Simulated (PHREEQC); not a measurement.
Solution A (120 mmol/kgw HF and 0.2 mmol/kgw KOH) is mixed with solution B (0.034 mol/kgw NaOH, 9.1e-05 mol/kgw KCl and 0.00068 mol/kgw LiCl) at 25 °C; shares are by mass of water, 1 kg in all. Oxygen is held at 0.21 atm. CO2 from the air is kept out. The run lets Halite precipitate or redissolve, and no other solid.

The numbers come from PHREEQC with the ion-association model, wateq4f.dat.

| share of solution B | pH | HF (mol/kgw) | H2F2 (mol/kgw) | F- (mol/kgw) |
|---|---|---|---|---|
| 0 | 2.09 | 0.0775 | 0.0157 | 0.00702 |
| 0.1 | 2.20 | 0.0698 | 0.0127 | 0.00826 |
| 0.15 | 2.26 | 0.0658 | 0.0113 | 0.00899 |
| 0.25 | 2.39 | 0.0573 | 0.00859 | 0.0107 |
| 0.3 | 2.47 | 0.0529 | 0.00731 | 0.0117 |
| 0.4 | 2.62 | 0.0434 | 0.00493 | 0.0140 |
| 0.45 | 2.71 | 0.0384 | 0.00386 | 0.0152 |
| 0.55 | 2.92 | 0.0279 | 0.00203 | 0.0180 |
| 0.6 | 3.05 | 0.0222 | 0.00130 | 0.0196 |
| 0.7 | 3.46 | 0.0103 | 0.000276 | 0.0231 |
| 0.75 | 3.92 | 0.00386 | 3.90e-5 | 0.0250 |
| 0.85 | 11.97 | 2.42e-11 | 0 | 0.0178 |
| 0.9 | 12.20 | 9.48e-12 | 0 | 0.0118 |
| 1 | 12.45 | 0 | 0 | 0 |

wateq4f.dat counts part of the HF as a dimer, H2F2, which phreeqc.dat doesn't know; its constant is uncertain.
